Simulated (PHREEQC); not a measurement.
A solution holds 0.0029 mol/kgw Al2(SO4)3, 0.14 mol/kgw CuCl2 and 0.00018 mol/kgw NaCl, at 10 °C. Closed to the air; pH follows from the charge balance.

Computed with PHREEQC (ion-association model, phreeqc.dat).

```json
[
 {"quantity": "CuCl+ (mol/kgw)", "before": "0.0112", "after": "0.00357"},
 {"quantity": "SI of Gibbsite (Al(OH)3)", "before": "-0.00", "after": "+0.19"},
 {"quantity": "SI of Halite (NaCl)", "before": "-6.19", "after": "-6.74"}
]
```

Name the change that produced these shifts.
(A) temperature from 10 to 5 °C
(B) temperature from 10 to 80 °C
(C) 0.0035 mol/kgw H2SO4 added
(D) diluted 5-fold with water
(E) diluted 2-fold with water

E, diluted 2-fold with water

No solid was allowed to form. Some of these states are supersaturated (in Gibbsite (slow to form), for instance). At this temperature some constants are extrapolated from 25 °C, and those without enthalpy data are left unchanged.
